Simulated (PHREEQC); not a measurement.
0.13 g of hydrous ferric oxide (600 m²/g; 0.2 weak and 0.005 strong sites per Fe, Dzombak-Morel constants, diffuse double layer) in 1 kg of water with 0.3 mol/kgw of an inert sodium salt and 1.5e-05 mol BaCl2 and 4.3e-05 mol CuCl2, at 25 °C; the pH is set by adding NaOH or the inert anion's acid. Oxygen is held at 0.21 atm. The system is closed to CO2. Nothing may precipitate in this run.

All values are PHREEQC results (ion-association model, wateq4f.dat), not measurements.

Task: Predict Ba sorbed (%), surface charge σ (C/m²), surface potential ψ (mV) at pH = 7.12, 8.25, 9.

Result: 
| pH | Ba sorbed (%) | surface charge σ (C/m²) | surface potential ψ (mV) |
|---|---|---|---|
| 7.12 | 0.0 | 0.075 | 51 |
| 8.25 | 0.8 | 0.009 | 7 |
| 9 | 7.1 | -0.031 | -24 |

The database's constant for dissolved Cu(OH)2 is higher than later reviews accept. The oxide is taken as insoluble; below pH 4 it would dissolve.
